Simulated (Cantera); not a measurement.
What does this Cantera script print?

```python
import numpy as np
import cantera as ct

gas = ct.Solution("gri30.yaml")
gas.TPX = 1773, 500000, {'CO': 1, 'H2': 0.037, 'CH4': 0.8, 'O2': 6.28, 'N2': 23.6}
reactor = ct.IdealGasReactor(gas, energy="on", clone=False)
net = ct.ReactorNet([reactor])
net.rtol, net.atol = 1e-08, 1e-16
show = ['CO', 'H2', 'CH4', 'HCN', 'NO2', 'H2O']
times = np.geomspace(2e-06, 0.5, 13)

steps = ct.SolutionArray(gas, extra=["t"])
rows = []
print(f"{'t/s':>10s}{'T/K':>9s}{'P/Pa':>11s}" + "".join(f"{s:>11s}" for s in show))
for t in times:
    while net.time < t:
        t_next = net.step()
        steps.append(gas.state, t=t_next)
    rows.append([np.interp(t, steps.t, y) for y in (steps.T, steps.P, *steps(*show).X.T)])
    print(f"{t:10.3e}{rows[-1][0]:9.1f}{rows[-1][1]:11.4g}" + "".join(f"{x:11.3e}" for x in rows[-1][2:]))
rate = np.gradient(steps.T, steps.t)
print("integrator steps:", len(steps.t))
if steps.T.max() > steps.T[0] + 200:
    print(f"time of steepest temperature rise: {steps.t[rate.argmax()]:.4e} s")
gas.TPX = 1773, 500000, {'CO': 1, 'H2': 0.037, 'CH4': 0.8, 'O2': 6.28, 'N2': 23.6}
gas.equilibrate("UV")
print(f"equilibrium (UV): T = {gas.T:.1f} K  " + "  ".join(f"{s} {gas[s].X[0]:.3e}" for s in show))
```

It prints:

```
       t/s      T/K       P/Pa         CO         H2        CH4        HCN        NO2        H2O
 2.000e-06   1772.9      5e+05  3.153e-02  1.168e-03  2.519e-02  1.608e-14  4.982e-16  1.148e-05
 5.635e-06   1772.9      5e+05  3.152e-02  1.172e-03  2.508e-02  2.289e-13  1.761e-14  7.269e-05
 1.587e-05   1779.7   5.02e+05  3.157e-02  1.343e-03  2.344e-02  2.854e-11  2.422e-12  1.281e-03
 4.472e-05   2573.9  7.211e+05  7.105e-03  8.403e-04  2.576e-18  7.545e-12  5.092e-07  4.594e-02
 1.260e-04   2631.4  7.346e+05  3.922e-03  5.319e-04  9.740e-19  6.011e-12  2.051e-06  4.744e-02
 3.550e-04   2626.3   7.33e+05  3.852e-03  5.236e-04  9.255e-19  6.846e-12  6.182e-06  4.752e-02
 1.000e-03   2615.0  7.297e+05  3.703e-03  5.061e-04  8.265e-19  8.183e-12  1.510e-05  4.769e-02
 2.817e-03   2599.6  7.251e+05  3.507e-03  4.828e-04  7.052e-19  9.182e-12  2.708e-05  4.792e-02
 7.937e-03   2592.3   7.23e+05  3.418e-03  4.721e-04  6.534e-19  9.405e-12  3.264e-05  4.803e-02
 2.236e-02   2591.9  7.229e+05  3.413e-03  4.715e-04  6.508e-19  9.413e-12  3.292e-05  4.803e-02
 6.300e-02   2591.9  7.229e+05  3.413e-03  4.715e-04  6.508e-19  9.413e-12  3.292e-05  4.803e-02
 1.775e-01   2591.9  7.229e+05  3.413e-03  4.715e-04  6.508e-19  9.413e-12  3.292e-05  4.803e-02
 5.000e-01   2591.9  7.229e+05  3.413e-03  4.715e-04  6.508e-19  9.413e-12  3.292e-05  4.803e-02
integrator steps: 1649
time of steepest temperature rise: 2.4930e-05 s
equilibrium (UV): T = 2591.9 K  CO 3.413e-03  H2 4.715e-04  CH4 9.741e-19  HCN 9.413e-12  NO2 3.292e-05  H2O 4.803e-02
```

Detailed kinetics in Cantera: GRI-Mech 3.0 (53 species, 325 reactions).
